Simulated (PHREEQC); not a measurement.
Dissolve 140 mmol/kgw HF, 0.6 mmol/kgw NaF and 7.2 mmol/kgw H2SO4 at 45 °C. Closed to the air; pH follows from the charge balance.

Computed with PHREEQC (ion-association model, phreeqc.dat).

No solid was allowed to form.

Order these F species by the share of F that they hold, largest first: HF2-, F-, HF.

HF (93 %), HF2- (3.7 %), F- (3.3 %)

The pH is 1.83 and the ionic strength 0.0202 mol/kgw. At this temperature some constants are extrapolated from 25 °C, and those without enthalpy data are left unchanged.
